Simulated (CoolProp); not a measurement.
Values from CoolProp's reference Helmholtz-energy equation of state, Thol 2019.

Question: Give the vapour pressure (MPa), enthalpy of vaporisation (kJ/kg), vapour Z of saturated dodecamethylpentasiloxane (MD3M) at 466.1, 470.7 K.

Answer: 
```
T (K)  p (MPa)  enthalpy of vaporisation (kJ/kg)  vapour Z
-----  -------  --------------------------------  --------
466.1   0.0397                               124     0.945
470.7   0.0451                               122     0.939
```
